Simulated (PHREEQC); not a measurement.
PHREEQC input (ion-association model, wateq4f.dat):

```
SOLUTION_MASTER_SPECIES
  Amm  AmmH+  0  AmmH  17.031  # ammonia with no redox link, constants of NH4+
SOLUTION_SPECIES
  PO4-3 + 3H+ = H3PO4  # constants of phreeqc.dat
    -log_k 21.721
    -delta_h -10.1 kJ
  AmmH+ = AmmH+
    -log_k 0
  AmmH+ = Amm + H+
    -log_k -9.252
    -delta_h 12.48 kcal
    -analytic 0.6322 -0.001225 -2835.76
    -gamma 2.5 0.0
  AmmH+ + SO4-2 = AmmHSO4-
    -log_k 1.11
    -gamma 5.0 0.0
PHASES
  Amm(g)
    Amm = Amm
    -log_k 1.770
    -delta_h -8.170 kcal
EXCHANGE_SPECIES
  AmmH+ + X- = AmmHX
    -log_k 0.6
SOLUTION 1
  temp 2.7
  units mol/kgw
  pH 7 charge
  F 0.3138
  Amm 0.113
  Si 0.043
SOLUTION 2
  temp 2.7
  units mol/kgw
  pH 7 charge
  P 0.004
  Na 0.004
  Amm 0.0013
END
SELECTED_OUTPUT 1
  -reset false
  -pH true
  -pe true
  -ionic_strength true
  -water true
  -totals Amm F Na P Si
  -molalities H+ F- Na+ PO4-3 H4SiO4 H3SiO4- H2SiO4-2 HPO4-2 H2PO4- NaHPO4-
    O2 OH- SiF6-2 HF HF2- H2F2 NaF AmmH+ Amm H3PO4
  -equilibrium_phases Chalcedony
PRINT
  -reset false
MIX 1
  1 1
  2 0
EQUILIBRIUM_PHASES 1
  Chalcedony 0 0
  O2(g) -0.68 10
END
# ... the last block is repeated for the other 10 points of share of solution B
```

Selected output (columns that matter, 11 of 11 rows; share of solution B added in front):

```
share of solution B	pH	mu	Amm	F	Na	P	Si	m_H+	m_F-	m_Na+	m_HPO4-2	m_H2PO4-	m_OH-	m_SiF6-2
0	2.9677	0.15733	0.113	0.3138	0	0	0.043	0.0013265	0.026598	0	0	0	1.8773e-12	0.043
0.1	2.9756	0.14222	0.10183	0.28242	0.0004	0.0004	0.0387	0.0012964	0.024321	0.00039693	4.2125e-08	0.00036781	1.892e-12	0.0387
0.2	2.9855	0.12712	0.09066	0.25104	0.0008	0.0008	0.0344	0.0012601	0.022016	0.00079432	8.389e-08	0.00073625	1.9141e-12	0.0344
0.3	2.9984	0.112	0.07949	0.21966	0.0012	0.0012	0.0301	0.001216	0.019679	0.0011922	1.258e-07	0.0011058	1.9471e-12	0.0301
0.4	3.0154	0.096872	0.06832	0.18828	0.0016	0.0016	0.0258	0.0011611	0.017305	0.0015906	1.6878e-07	0.0014772	1.9969e-12	0.0258
0.5	3.0388	0.081731	0.05715	0.1569	0.002	0.002	0.0215	0.0010912	0.014888	0.0019895	2.146e-07	0.0018519	2.0748e-12	0.0215
0.6	3.0729	0.066568	0.04598	0.12552	0.0024	0.0024	0.0172	0.00099903	0.012414	0.0023891	2.6706e-07	0.0022319	2.2037e-12	0.0172
0.7	3.1267	0.051372	0.03481	0.09414	0.0028	0.0028	0.0129	0.00087184	0.0098655	0.0027894	3.3587e-07	0.0026218	2.4415e-12	0.0129
0.8	3.226	0.036114	0.02364	0.06276	0.0032	0.0032	0.0086	0.00068267	0.0072011	0.0031907	4.5487e-07	0.0030316	2.9872e-12	0.0085999
0.9	3.4928	0.020719	0.01247	0.03138	0.0036	0.0036	0.0043	0.0003607	0.0043271	0.0035932	8.7757e-07	0.0034908	5.3232e-12	0.004294
1	6.8392	0.0065841	0.0013	0	0.004	0.004	0	1.5599e-07	0	0.0039927	0.0012921	0.0027006	1.118e-08	0
```

H3PO4, which wateq4f.dat lacks, is added to it with the constant of phreeqc.dat. At this temperature some constants are extrapolated from 25 °C, and those without enthalpy data are left unchanged. SiF6-2 is the database's only silicon fluoride.
